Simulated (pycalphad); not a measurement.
CALPHAD calculation (pycalphad, COST 507 light-alloy database (1999)), 1 atm. The data set is of 1999 and partly superseded. Amounts are mole fractions of atoms.

Task: Give the equilibrium state of Si-9.572C (wt.%) at 1052 °C.

Result: DIAMOND_A4, fraction 0.603, with <0.01 C wt.%; CSI, fraction 0.397, with 30.0 C wt.%.

Task: Give the equilibrium state of Si-9.572C (wt.%) at 1652 °C.

Result: LIQUID, fraction 0.604, with 0.01 C wt.%; CSI, fraction 0.396, with 30.0 C wt.%.

Database names, with the compositions (at.%) that they take in these runs: CSI: Si 50 C 50. DIAMOND_A4 is diamond (Si).
